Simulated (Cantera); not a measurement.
What does this Cantera script print?

```python
import numpy as np
import cantera as ct

gas = ct.Solution("gri30.yaml")


def delay(T, t_max=10):
    gas.TPX = T, 101325, {'CO': 1, 'H2': 0.44, 'O2': 1.06, 'N2': 6.25}
    reactor = ct.IdealGasConstPressureReactor(gas, clone=False)
    net = ct.ReactorNet([reactor])
    net.rtol, net.atol = 1e-8, 1e-16
    while net.time < t_max:
        t_old, T_old = net.time, reactor.T
        net.step()
        if reactor.T > T + 400:  # ignition: a rise of 400 K
            return t_old + (T + 400 - T_old) / (reactor.T - T_old) * (net.time - t_old)
    return np.nan


taus = []
for T in [1300, 1400, 1500, 1600, 1700, 1800, 1900]:
    taus.append(delay(T))
    print(f"T0 = {T:6g} K   tau = {taus[-1]:.4e} s")
```

Result:

```
T0 =   1300 K   tau = 9.5927e-05 s
T0 =   1400 K   tau = 8.4910e-05 s
T0 =   1500 K   tau = 8.3075e-05 s
T0 =   1600 K   tau = 8.7703e-05 s
T0 =   1700 K   tau = 9.7393e-05 s
T0 =   1800 K   tau = 1.1127e-04 s
T0 =   1900 K   tau = 1.2892e-04 s
```

Detailed kinetics in Cantera: GRI-Mech 3.0 (53 species, 325 reactions). Where the delays flatten at high temperature, the 400 K rule measures the pace of heat release, not the induction time.
